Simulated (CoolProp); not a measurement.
The numbers come from the reference Helmholtz-energy equation of state, Platzer 1990 in CoolProp. This equation is an older, rougher fit; its heat capacities, sound speeds and derivatives of the liquid may be far off and weren't checked against measurements.

Problem. For CF4 (R14), give the phase and the viscosity (µPa s), Prandtl number at 360.3 K and 139 bar; 339.6 K and 0.173 bar.

Solution. 
- 360.3 K and 139 bar: supercritical; viscosity 32.1, Prandtl number 1.10
- 339.6 K and 0.173 bar: gas; viscosity 19.2, Prandtl number 0.748

Viscosity comes from a separate model (Huber 2003), an estimate that may be off by 10 % or more. Thermal conductivity comes from a separate model (Huber 2003), an estimate that may be off by 10 % or more.
